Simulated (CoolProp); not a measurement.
The numbers come from the reference Helmholtz-energy equation of state, Lemmon 2006 in CoolProp. It is a short technical equation, of lower accuracy than the large ones.

### Question
For isopentane, give the phase and the Joule-Thomson coefficient (K/MPa), viscosity (µPa s) at 188.95 °C and 1.8 MPa; 196.55 °C and 1.8 MPa.

### Answer
- 188.95 °C and 1.8 MPa: gas; Joule-Thomson coefficient 10.4, viscosity 11.9
- 196.55 °C and 1.8 MPa: gas; Joule-Thomson coefficient 9.56, viscosity 12.0

Viscosity comes from a separate model (Chung 1988), a generic estimate that can be far off for the liquid and wasn't checked against measurements.
